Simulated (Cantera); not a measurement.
**Thermodynamics of fluorocarbon and chlorocarbon gases, feed CH2F2 + H2 + HCl**

A closed system holds: 1 mol CH2F2, 1.4 mol H2, 2.5 mol HCl, held at 82.0 Pa.

Cantera equilibrium calculation (NASA polynomials, part measured and part estimated; ideal gas, pure solids and liquids). Candidate condensed phases: C, C6H6, C7H8, C8H18; 135 gas species. Ions and electrons are included (thermal ionisation). The numbers say what is thermodynamically allowed, not how fast it happens.

```
T (K)    x H      x HF   x Cl      x F      x H2     x HCl       x C      x C3  n C(graphite)
-----  -----  --------  -----  -------  --------  --------  --------  --------  -------------
2500   0.308     0.251  0.201  0.00131     0.123     0.114  0.000203  0.000606          0.957
3000   0.522     0.136  0.228   0.0490   0.00897   0.00576    0.0227    0.0188              0
3500   0.565    0.0142  0.199    0.144  0.000750  0.000397    0.0744  0.000309              0
4000   0.570   0.00118  0.196    0.155  0.000105   5.52e-5    0.0779   1.11e-6              0
4500   0.570  0.000159  0.195    0.156   2.23e-5   1.19e-5    0.0780   1.25e-8              0
5000   0.570   3.18e-5  0.195    0.156   6.44e-6   3.45e-6    0.0775  3.40e-10              0
```
x: gas mole fraction; n: condensed amount in mol.

At 2500 K the condensed part is C(graphite). From 3000 K to 5000 K nothing is condensed. The main C-bearing gas is C2H2 (acetylene) at 2500 K and C at 5000 K.
